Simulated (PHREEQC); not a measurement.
0.061 g of hydrous ferric oxide (600 m²/g; 0.2 weak and 0.005 strong sites per Fe, Dzombak-Morel constants, diffuse double layer) in 1 kg of water with 0.001 mol/kgw of an inert sodium salt, at 25 °C; the pH is set by adding NaOH or the inert anion's acid. Oxygen is held at 0.21 atm. The system is closed to CO2. Precipitation was switched off in this run.

Model: ion-association model, wateq4f.dat, run in PHREEQC.

Question: Predict surface charge σ (C/m²) at pH = 3, 5, 5.5, 7.

Answer: 
| pH | surface charge σ (C/m²) |
|---|---|
| 3 | 0.253 |
| 5 | 0.050 |
| 5.5 | 0.031 |
| 7 | 0.006 |

Species that the database lacks are ignored. The oxide is taken as insoluble; below pH 4 it would dissolve.
